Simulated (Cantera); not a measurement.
## Stirred combustor or abatement burner

A perfectly stirred reactor is fed with 1.78 % C3H8, 16.4 % O2, 81.8 % N2, equivalence ratio 0.54, at 101000 Pa; it is adiabatic with a 375 K inlet, and is followed from long to short residence time, starting on the burning branch (τ in s: 0.064, 0.033, 0.017, 0.0089, 0.0046, 0.0024, 0.0012, 0.00064, 0.00033, 0.00017, 9e-05, 4.7e-05).

Computed with Cantera and GRI-Mech 3.0 (53 species, 325 reactions). GRI-Mech 3.0 was tuned for natural gas; its chemistry of propane as a main component is partial and can be far from experiment.

```tsv
τ (s)	T (K)	x C3H8	x O2	x H2O	x CH4	x C2H6	x CO	x N2O
0.064	1425	5.17e-6	0.0739	0.0697	5.95e-7	2.75e-9	0.000730	9.56e-7
0.033	1420	7.81e-6	0.0741	0.0695	8.95e-7	5.09e-9	0.00115	8.59e-7
0.017	1413	1.19e-5	0.0744	0.0693	1.48e-6	1.00e-8	0.00184	7.42e-7
0.0089	1401	1.82e-5	0.0750	0.0691	2.70e-6	2.14e-8	0.00291	6.22e-7
0.0046	1382	2.94e-5	0.0760	0.0686	5.72e-6	5.38e-8	0.00473	4.95e-7
0.0024	1350	5.37e-5	0.0780	0.0680	1.51e-5	1.77e-7	0.00800	3.55e-7
0.0012	375	0.0178	0.164	<1e-12	<1e-12	<1e-12	<1e-12	<1e-12
0.00064	375	0.0178	0.164	<1e-12	<1e-12	<1e-12	<1e-12	<1e-12
0.00033	375	0.0178	0.164	<1e-12	<1e-12	<1e-12	<1e-12	<1e-12
0.00017	375	0.0178	0.164	<1e-12	<1e-12	<1e-12	<1e-12	<1e-12
9.0e-5	375	0.0178	0.164	<1e-12	<1e-12	<1e-12	<1e-12	<1e-12
4.7e-5	375	0.0178	0.164	<1e-12	<1e-12	<1e-12	<1e-12	<1e-12
```
x: mole fraction; the columns are a selection and need not sum to one.
